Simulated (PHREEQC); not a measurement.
## Acid mine or pickling water: an equilibrium model

Model water analysis in mmol/kgw, 90 °C, pH 3.27, pe 12.4:

```tsv
constituent	mmol/kgw
Na	47.8
K	2.26
Ca	3.52
Mg	14.4
Cl	25.4
S(6)	31.8
Fe(3)	0.0249
Br	1.13
```

Valence states are taken as typed.

All values are PHREEQC results (ion-association model, wateq4f.dat), not measurements.

Each row changes one thing in this solution. Precipitation was switched off in this run.

```tsv
case	ionic strength (mol/kgw)	SO4-2 (mol/kgw)	Mg+2 (mol/kgw)	HSO4- (mol/kgw)	Ca+2 (mol/kgw)	Fe(OH)2+ (mol/kgw)	SI of Jarosite-Na (NaFe3(SO4)2(OH)6)	SI of Gypsum (CaSO4:2H2O)
as made	0.0871	0.0167	0.00489	0.00216	0.00211	1.49e-5	-0.45	-0.57
Br from 1.13 to 0.565 mmol/kgw	0.0867	0.0167	0.00488	0.00216	0.00210	1.49e-5	-0.45	-0.57
temperature from 90 to 80 °C at the same typed pH	0.0890	0.0174	0.00522	?	0.00210	?	-0.34	-0.59
```

Task: Fill in the missing entries.

Result: 
- temperature from 90 to 80 °C at the same typed pH, HSO4- (mol/kgw): 0.00171
- temperature from 90 to 80 °C at the same typed pH, Fe(OH)2+ (mol/kgw): 1.27e-5

Some of these states are supersaturated (in Jarosite-K, Hematite (slow to form), for instance). Away from 25 °C the constants follow the database's enthalpies or fits; those with neither stay at their 25 °C values.
